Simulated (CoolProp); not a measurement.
A simple Rankine cycle with R123: condensing at 319.15 K, boiler at 2.28 MPa, turbine inlet 499 K, turbine efficiency 0.9, pump efficiency 0.7, no recuperator. Each further row changes one setting.

The numbers come from the reference Helmholtz-energy equation of state, Younglove 1994 in CoolProp. It is a modified Benedict-Webb-Rubin equation, recast in Helmholtz form.

```tsv
case	thermal efficiency (%)	net work (kJ/kg)	heat in (kJ/kg)	turbine exit temperature (K)	volume ratio over the turbine
as stated	16.9	48.8	288	419.0	12.1
condensing temperature 311.15 K	18.2	53.8	296	412.1	15.5
boiler pressure 1.6 MPa	15.0	44.1	295	432.7	8.20
turbine efficiency 0.8	15.0	43.1	288	425.9	12.3
```
